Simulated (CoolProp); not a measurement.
Vapour-liquid equilibrium of R125 (1) + cyclopropane (2) at 995 kPa; x and y are mole fractions of (1).

Model: multi-fluid Helmholtz-energy mixture model, Lemmon 2005 and Polt 1992; pair parameters Bell 2016, in CoolProp. This equation is an older, rougher fit; its heat capacities, sound speeds and derivatives of the liquid may be far off and weren't checked against measurements.

```
x      bubble temperature, mixture model (°C)  bubble temperature, Raoult's law (°C)  y, mixture model  y, Raoult's law
-----  --------------------------------------  -------------------------------------  ----------------  ---------------
0.05                                     30.5                                   35.5             0.173            0.091
0.125                                     [?]                                   33.1             0.336            0.213
0.2                                      19.7                                   30.8             0.433            0.321
0.275                                    17.1                                   28.6               [?]            0.419
0.35                                     15.3                                   26.6             0.544            0.506
0.425                                    14.1                                   24.7             0.583            0.584
0.5                                       [?]                                   22.9             0.620            0.656
0.575                                    12.4                                   21.3             0.656            0.721
0.65                                      [?]                                   19.7             0.696            0.780
0.725                                    11.6                                   18.1               [?]            0.834
0.8                                      11.6                                   16.7             0.794            0.884
0.875                                    11.8                                   15.3             0.859            0.931
0.95                                     12.5                                   14.0             0.938            0.973
```

Question: What belongs in the gaps?

Answer: 
- 0.125, bubble temperature, mixture model (°C): 23.8
- 0.275, y, mixture model: 0.497
- 0.5, bubble temperature, mixture model (°C): 13.1
- 0.65, bubble temperature, mixture model (°C): 11.9
- 0.725, y, mixture model: 0.741

The largest gap from Raoult's law is -11.5 K in bubble temperature, at x = 0.275. y crosses x between x = 0.725 and 0.8: the model has an azeotrope there.

Pair parameters are fitted to limited data, so mixtures are less certain than the pure fluids.
